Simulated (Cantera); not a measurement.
An isothermal, constant-pressure homogeneous reactor starts with C2H6 : H2 = 1 : 31 (molar parts), at 1548 K and 101000 Pa. Integrator tolerance rtol = 1e-08.

Detailed kinetics in Cantera: GRI-Mech 3.0 (53 species, 325 reactions). GRI-Mech 3.0 stops at C3 and has no aromatics, soot or wall deposition, so with more carbon than oxygen in the feed, carbon stays in small species such as C2H2 where larger ones or solid carbon would form.

**Question.** What does this change do: pressure from 101000 Pa to 440 Pa?

**Answer.** 
```json
[
 {"quantity": "x(C2H6) at 5.00 s", "before": "7.86e-6 (gas-phase equilibrium 7.86e-6)", "after": "1.13e-6 (gas-phase equilibrium 5.70e-10)"},
 {"quantity": "x(H2) at 5.00 s", "before": "0.948 (gas-phase equilibrium 0.948)", "after": "0.956 (gas-phase equilibrium 0.970)"},
 {"quantity": "x(CH2) at 5.00 s", "before": "7.63e-10 (gas-phase equilibrium 7.63e-10)", "after": "5.84e-8 (gas-phase equilibrium 1.48e-9)"},
 {"quantity": "x(C2H2) at 5.00 s", "before": "0.00795 (gas-phase equilibrium 0.00795)", "after": "0.0164 (gas-phase equilibrium 0.0292)"},
 {"quantity": "x(CH4) at 5.00 s", "before": "0.0428 (gas-phase equilibrium 0.0428)", "after": "0.0273 (gas-phase equilibrium 0.000368)"},
 {"quantity": "x(CH3) at 5.00 s", "before": "2.74e-5 (gas-phase equilibrium 2.74e-5)", "after": "0.000200 (gas-phase equilibrium 3.55e-6)"}
]
```
Radical loss at walls, strong at low pressure, is not modelled.

**Question.** What does this change do: pressure from 101000 Pa to 110 Pa?

**Answer.** 
```json
[
 {"quantity": "x(C2H6) at 5.00 s", "before": "7.86e-6 (gas-phase equilibrium 7.86e-6)", "after": "1.21e-6 (gas-phase equilibrium 3.58e-11)"},
 {"quantity": "x(H2) at 5.00 s", "before": "0.948 (gas-phase equilibrium 0.948)", "after": "0.955 (gas-phase equilibrium 0.970)"},
 {"quantity": "x(CH2) at 5.00 s", "before": "7.63e-10 (gas-phase equilibrium 7.63e-10)", "after": "1.66e-7 (gas-phase equilibrium 1.48e-9)"},
 {"quantity": "x(C2H2) at 5.00 s", "before": "0.00795 (gas-phase equilibrium 0.00795)", "after": "0.0156 (gas-phase equilibrium 0.0293)"},
 {"quantity": "x(CH4) at 5.00 s", "before": "0.0428 (gas-phase equilibrium 0.0428)", "after": "0.0288 (gas-phase equilibrium 9.23e-5)"},
 {"quantity": "x(CH3) at 5.00 s", "before": "2.74e-5 (gas-phase equilibrium 2.74e-5)", "after": "0.000357 (gas-phase equilibrium 1.78e-6)"}
]
```
Radical loss at walls, strong at low pressure, is not modelled.
